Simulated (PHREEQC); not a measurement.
**Spent oxide etchant**

Dissolve 2.5 mmol/kgw NH4HF2, 1.2 mmol/kgw H2SiF6 and 0.6 mmol/kgw H3PO4 at 40 °C. Closed to the air; pH follows from the charge balance.

The numbers come from PHREEQC with the ion-association model, phreeqc.dat.

Precipitation was switched off in this run.

Problem. Predict the pH, ionic strength.

Solution. pH 2.81; ionic strength 0.00529 mol/kgw.

Problem. In which forms is F present?

Solution. SiF6-2 55 %, HF 33 %, F- 12 % of the F.

Constants without temperature data keep their 25 °C values here. SiF6-2 is the database's only silicon fluoride.
